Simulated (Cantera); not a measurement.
Feed: 1 mol HF, 0.11 mol SO₂, equilibrated at 2350 °C and 1.33 mbar.

Cantera equilibrium calculation (NASA polynomials, part measured and part estimated; ideal gas, pure solids and liquids). Candidate condensed phases: H₂O, H₂SO₄, S; 43 gas species. Equilibrium is a limit: real reactors are often held back by kinetics, nucleation or transport.

Base state: HF 0.719, O 0.0738, F 0.0568, H 0.0479, SO 0.0416, S 0.0287, SO₂ 0.0144, O₂ 0.0109 (mole fractions); condensed: gas only.

Task: What changes in the equilibrium state with this change: temperature from 2350 °C to 1302 °C?

Result: 
```tsv
species	before	after
HF	0.719	0.901
SO₂	0.0144	0.0988
SO	0.0416	0.000277
O	0.0738	3.19e-6
S	0.0287	3.87e-7
H	0.0479	7.42e-7
F	0.0568	7.23e-5
O₂	0.0109	0.000118
SH	0.000124	2.12e-9
S₂	0.000214	2.30e-8
```

Task: What changes in the equilibrium state with this change: HF replaced by NF₃?

Result: 
| species | before | after |
|---|---|---|
| F | 0.0568 | 0.798 |
| N₂ | 0 | 0.132 |
| O | 0.0738 | 0.0367 |
| HF | 0.719 | 0 |
| H | 0.0479 | 0 |
| SO₂ | 0.0144 | 0.00194 |
| O₂ | 0.0109 | 0.00268 |
| SO | 0.0416 | 0.0113 |
| S | 0.0287 | 0.0157 |
| OH | 0.00411 | 0 |
| H₂ | 0.00172 | 0 |
| NO | 0 | 0.00131 |
| H₂O | 0.000623 | 0 |
